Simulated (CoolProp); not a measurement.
A single-stage vapour-compression cycle with sulfur dioxide: evaporating at 329.15 K (dew point), condensing at 397.15 K (bubble point), superheat 10 K, subcooling 8 K, compressor efficiency 0.8, no pressure losses. Each further row changes one setting.

Computed with CoolProp (reference Helmholtz-energy equation of state, Gao 2016).

| case | cooling COP | pressure ratio | discharge temperature (K) | refrigerating effect (kJ/kg) | volumetric capacity (kJ/m³) |
|---|---|---|---|---|---|
| as stated | 2.82 | 4.47 | 482.5 | 235 | 5960 |
| evaporating temperature 334.15 K | 3.14 | 3.91 | 475.1 | 236 | 6820 |
| condensing temperature 392.15 K | 3.14 | 4.07 | 472.4 | 244 | 6190 |
| subcooling 13 K | 2.93 | 4.47 | 482.5 | 244 | 6190 |
| superheat 20 K | 2.79 | 4.47 | 495.8 | 243 | 5910 |
| compressor efficiency 0.7 | 2.47 | 4.47 | 495.7 | 235 | 5960 |
